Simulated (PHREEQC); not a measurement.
1 kg of water holding 0.37 mol/kgw KCl, 0.24 mol/kgw Na2CO3, 0.0056 mol/kgw Na2SO4 and 0.11 mol/kgw NaCl is evaporated at 25 °C; the solids stay in contact with the brine. No CO2 enters from the air. The run lets Arcanite, Burkeite, Glaserite, Halite, Kalicinite, Mirabilite, Misenite, Nahcolite, Natron, Sylvite, Thenardite, Trona precipitate or redissolve, and no other solid.

The series has 17 steps of water left (kg), from 1 to 0.003198.

All values are PHREEQC results (Pitzer model, pitzer.dat), not measurements.

Problem. Which solids form, in which order, and at which step of the series does each first stand?

Solution. Sylvite from water left = 0.1157 kg (pH 12.00); Halite from water left = 0.06424 kg (pH 12.15); Natron from water left = 0.04681 kg (pH 12.23); Burkeite from water left = 0.003198 kg (pH 12.23).

Complexes and solids missing from the database can't appear.
